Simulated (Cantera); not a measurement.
Feed: 1 mol C6H6, 0.029 mol CO2, a varied amount of H2, held at 2725 °C and 465 Torr.

These are equilibrium values from Cantera (NASA tables, ideal gas, pure condensed phases), not measurements of a reactor. Candidate condensed phases: C, C6H6, C7H8, C8H18, H2O; 110 gas species. Kinetics and transport are ignored.

What share of the C ends up in condensed phases as a function of n(H2) (mol), at 3.6, 4.8, 6.4, 8.5, 11, 15, 20, 27, 37, 49, 65?


```
n(H2) (mol)  C condensed (%)           as
-----------  ---------------  -----------
3.6                     86.2  C(graphite)
4.8                     83.9  C(graphite)
6.4                     80.8  C(graphite)
8.5                     76.7  C(graphite)
11                      71.8  C(graphite)
15                      64.0  C(graphite)
20                      54.3  C(graphite)
27                      40.7  C(graphite)
37                      21.3  C(graphite)
49                       0.0            -
65                       0.0            -
```
